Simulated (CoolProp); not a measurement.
Vapour-liquid equilibrium of R134a (1) + R236FA (2) at 0.0571 MPa; x and y are mole fractions of (1).

Model: multi-fluid Helmholtz-energy mixture model, Tillner-Roth 1994 and Pan 2012; pair parameters Bell 2016, in CoolProp.

Give the bubble temperature and the first vapour's composition at x = 0.15, 0.25, 0.95. Is there an azeotrope?

x = 0.15: 253.3 K, y = 0.338; x = 0.25: 250.3 K, y = 0.496; x = 0.95: 236.0 K, y = 0.985. No azeotrope shows between x = 0.05 and 0.95.

The pair parameters rest on a limited set of measurements; away from them the model extrapolates.
